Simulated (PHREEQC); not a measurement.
Dissolve 0.013 mol KHF2 and 0.101 mol H3PO4 per kg of water at 88 °C. Closed to the air; pH follows from the charge balance.

All values are PHREEQC results (ion-association model, phreeqc.dat), not measurements.

This is a speciation only: nothing precipitates in the calculation.

Q: Predict the pH.

A: pH 1.91.

Q: In which forms is P present?

A: H3PO4 74 %, H2PO4- 26 % of the P.

At this temperature some constants are extrapolated from 25 °C, and those without enthalpy data are left unchanged.
